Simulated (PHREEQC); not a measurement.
0.1 g of hydrous ferric oxide (600 m²/g; 0.2 weak and 0.005 strong sites per Fe, Dzombak-Morel constants, diffuse double layer) in 1 kg of water with 0.3 mol/kgw of an inert sodium salt and 4.9e-07 mol CuSO4, at 25 °C; the pH is set by adding NaOH or the inert anion's acid. Oxygen alone is held at its pressure in air (log pO2 = -0.68). CO2 from the air is kept out. Nothing may precipitate in this run.

Equilibrium calculation in PHREEQC: ion-association model, wateq4f.dat.

```tsv
pH	S sorbed (%)	Cu sorbed (%)	surface charge σ (C/m²)	surface potential ψ (mV)
3	68.5	0.0	0.367	125
3.5	68.1	0.1	0.362	125
4	65.6	0.7	0.348	123
4.5	59.0	6.3	0.318	118
5	45.3	35.8	0.269	110
5.5	26.4	81.0	0.210	98
6	10.8	96.9	0.154	83
6.5	3.2	99.5	0.106	65
7	0.8	99.9	?	47
7.5	0.2	99.9	0.034	?
8	0.0	99.9	0.006	5
8.5	0.0	99.9	-0.021	?
9	0.0	99.9	-0.051	-37
```

Fill in the missing entries.


- 7, surface charge σ (C/m²): 0.066
- 7.5, surface potential ψ (mV): 26
- 8.5, surface potential ψ (mV): -17

The database's constant for dissolved Cu(OH)2 is higher than later reviews accept. The oxide is taken as insoluble; below pH 4 it would dissolve.
